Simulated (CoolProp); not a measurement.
Vapour-liquid equilibrium of R114 (1) + n-pentane (2) at 384.7 K; x and y are mole fractions of (1).

Model: multi-fluid Helmholtz-energy mixture model, Platzer 1990 and Thol 2019; pair parameters Bell 2016, in CoolProp. This equation is an older, rougher fit; its heat capacities, sound speeds and derivatives of the liquid may be far off and weren't checked against measurements.

Task: Give the bubble pressure and the first vapour's composition at x = 0.125, 0.5, 0.725. Is there an azeotrope?

Result: x = 0.125: 0.9472 MPa, y = 0.256; x = 0.5: 1.379 MPa, y = 0.645; x = 0.725: 1.579 MPa, y = 0.801. No azeotrope shows between x = 0.05 and 0.95.

Pair parameters are fitted to limited data, so mixtures are less certain than the pure fluids.
